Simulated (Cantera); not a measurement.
Charge: 1 mol Si, 0.019 mol O2, 9.2 mol N2, 1.1 mol CO2, held at 0.140 bar.

These are equilibrium values from Cantera (NASA tables, ideal gas, pure condensed phases), not measurements of a reactor. Candidate condensed phases: C, Si, SiC, SiO2, Si2N2O, Si3N4; 34 gas species. N2 is the only nitrogen source here; it is nearly inert below about 1500 K, so the nitride shown seldom forms there in practice. Mutual solubility and eutectic melting of coexisting phases are not modelled. The tables hold silica as quartz up to 1696 K and as liquid above; real silica turns to tridymite and cristobalite and melts near 1996 K. Kinetics and transport are ignored.

Problem. Which condensed phases are stable at each of these points (T (°C)): 902, 952, 1002, 1052, 1102, 1152, 1202, 1252, 1302, 1352, 1402?

Solution. 
| T (°C) | condensed phases | Si condensed (%) |
|---|---|---|
| 902 | C(graphite) + SiO2(β-quartz) + Si2N2O(s) | 100.0 |
| 952 | C(graphite) + SiO2(β-quartz) + Si2N2O(s) | 100.0 |
| 1002 | SiO2(β-quartz) + Si2N2O(s) | 100.0 |
| 1052 | SiO2(β-quartz) + Si2N2O(s) | 100.0 |
| 1102 | SiO2(β-quartz) + Si2N2O(s) | 100.0 |
| 1152 | SiO2(β-quartz) + Si2N2O(s) | 100.0 |
| 1202 | SiO2(β-quartz) + Si2N2O(s) | 100.0 |
| 1252 | SiO2(β-quartz) + Si2N2O(s) | 99.9 |
| 1302 | SiO2(β-quartz) + Si2N2O(s) | 99.8 |
| 1352 | SiO2(β-quartz) + Si2N2O(s) | 99.3 |
| 1402 | SiO2(β-quartz) + Si2N2O(s) | 97.9 |

From 902 °C to 952 °C the condensed part is C(graphite) + SiO2(β-quartz) + Si2N2O(s). From 1002 °C to 1402 °C the condensed part is SiO2(β-quartz) + Si2N2O(s).
